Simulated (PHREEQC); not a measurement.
Dissolve 0.041 mol/kgw MnSO4, 0.046 mol/kgw ZnCl2 and 0.00011 mol/kgw Na2SO4 at 20 °C. Closed to the air; pH follows from the charge balance.

Model: ion-association model, wateq4f.dat, run in PHREEQC.

Each row changes one thing in this solution. This is a speciation only: nothing precipitates in the calculation.

```
case                                             pH  ionic strength (mol/kgw)  SO4-2 (mol/kgw)  ZnCl+ (mol/kgw)  Zn(SO4)2-2 (mol/kgw)  ZnCl2 (mol/kgw)  SI of Goslarite (ZnSO4:7H2O)  SI of Zincite(c) (ZnO)
---------------------------------------------  ----  ------------------------  ---------------  ---------------  --------------------  ---------------  ----------------------------  ----------------------
as made                                        5.40                     0.207           0.0182          0.00186               0.00174          8.02e-5                         -2.28                   -2.61
ZnCl2 from 0.046 to 0.0506 mol/kgw             5.37                     0.218           0.0179              ___                   ___         0.000105                         -2.26                   -2.64
MnSO4 replaced by NaHSO4 at the same molality  1.64                     0.183           0.0148          0.00207               0.00131              ___                         -2.32                  -10.10
Na2SO4 left out                                5.40                     0.207           0.0182          0.00186               0.00173          8.03e-5                         -2.28                   -2.61
Na2SO4 from 0.00011 to 9.9e-05 mol/kgw         5.40                     0.207           0.0182          0.00186               0.00174          8.02e-5                         -2.28                   -2.61
0.0024 mol/kgw (CH3)4NCl added                 5.40                     0.209              ___          0.00190               0.00174          8.39e-5                         -2.28                   -2.62
temperature from 20 to 15 °C                    ___                     0.209           0.0185          0.00150               0.00183          6.38e-5                         -2.22                   -2.85
```

Q: What belongs in the gaps?

A: 
- ZnCl2 from 0.046 to 0.0506 mol/kgw, ZnCl+ (mol/kgw): 0.00224
- ZnCl2 from 0.046 to 0.0506 mol/kgw, Zn(SO4)2-2 (mol/kgw): 0.00179
- MnSO4 replaced by NaHSO4 at the same molality, ZnCl2 (mol/kgw): 9.57e-5
- 0.0024 mol/kgw (CH3)4NCl added, SO4-2 (mol/kgw): 0.0183
- temperature from 20 to 15 °C, pH: 5.42

Species that the database lacks are ignored. (CH3)4N+ isn't in the database: it is added as a free cation with an ion size of 4 Å.
